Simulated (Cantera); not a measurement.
Cantera with NASA thermochemical tables; ideal gases at 1 bar, condensed phases pure. Values are per mole of reaction as written; species without (g) are pure solids or liquids, kept so even where they would boil at 1 bar.

a) 0.6667 Ti + Cl2(g) ⇌ 0.6667 TiCl3
b) 0.5 Si + Cl2(g) ⇌ 0.5 SiCl4(g)
c) 0.6667 B + Cl2(g) ⇌ 0.6667 BCl3(g)
d) Pb + Cl2(g) ⇌ PbCl2(g)
e) 2 Al + Cl2(g) ⇌ 2 AlCl(g)

Problem. Order these by ΔG° at 625 K, most negative first.

Solution. a (-389 kJ), b (-290 kJ), c (-248 kJ), e (-211 kJ), d (-191 kJ)
